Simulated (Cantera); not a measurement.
Feed: 1 mol SiHCl₃, 49 mol NH₃, held at 798.15 K and 0.300 bar.

Equilibrium computed with Cantera from the NASA thermochemical tables; the gas is ideal and each condensed phase is pure. Candidate condensed phases: NH₄Cl, Si, Si₃N₄; 28 gas species. Kinetics and transport are ignored.

Base state: H₂ 0.730, N₂ 0.240, HCl 0.0302, NH₃ 0.000279 (mole fractions); condensed: Si₃N₄(s).

Question: What changes in the equilibrium state with this change: SiHCl₃ replaced by SiF₄?

Answer: 
| species | before | after |
|---|---|---|
| H₂ | 0.730 | 0.742 |
| N₂ | 0.240 | 0.247 |
| SiF₄ | 0 | 0.0101 |
| HCl | 0.0302 | 0 |
| HF | 0 | 4.11e-5 |
| NH₃ | 0.000279 | 0.000291 |
| Si₃N₄(s), mol | 0.333 | 0.000288 |
